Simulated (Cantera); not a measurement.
An isothermal, constant-pressure homogeneous reactor starts with 2.08 % CH4, 89.6 % H2, 8.33 % N2, at 1975 K and 1.00 atm.

Computed with Cantera and GRI-Mech 3.0 (53 species, 325 reactions). GRI-Mech 3.0 stops at C3 and has no aromatics, soot or wall deposition, so with more carbon than oxygen in the feed, carbon stays in small species such as C2H2 where larger ones or solid carbon would form.

x: mole fraction; the columns are a selection and need not sum to one.

```csv
t (s),x CH4,x H2,x CH2,x C2H6,x C2H2,x C2H,x H
0.000500,0.0188,0.896,8.76e-7,3.47e-6,0.000671,1.62e-8,0.00126
0.00135,0.0165,0.897,7.77e-7,2.67e-6,0.00185,4.48e-8,0.00127
0.00364,0.0123,0.899,5.96e-7,1.51e-6,0.00393,9.57e-8,0.00128
0.00981,?,0.902,?,?,?,?,0.00129
0.0265,0.00365,0.905,1.87e-7,1.44e-7,0.00830,2.04e-7,0.00130
0.0714,0.00190,0.906,9.86e-8,4.77e-8,0.00917,2.26e-7,0.00130
0.193,0.00151,0.906,7.88e-8,3.46e-8,0.00937,2.31e-7,0.00130
0.519,0.00150,0.906,7.82e-8,3.43e-8,0.00937,2.31e-7,0.00130
1.40,0.00150,0.906,7.82e-8,3.43e-8,0.00937,2.31e-7,0.00130
3.78,0.00150,0.906,7.81e-8,3.42e-8,0.00937,2.31e-7,0.00130
10.2,0.00150,0.906,7.81e-8,3.42e-8,0.00935,2.31e-7,0.00130
27.5,0.00149,0.906,7.79e-8,3.40e-8,0.00930,2.29e-7,0.00130
74.1,0.00148,0.906,7.73e-8,3.35e-8,0.00917,2.26e-7,0.00130
200,0.00146,0.906,7.59e-8,3.23e-8,0.00884,2.18e-7,0.00130
```

Problem. Fill in the missing entries.

Solution. 
- 0.00981, x CH4: 0.00737
- 0.00981, x CH2: 3.67e-7
- 0.00981, x C2H6: 5.50e-7
- 0.00981, x C2H2: 0.00643
- 0.00981, x C2H: 1.57e-7
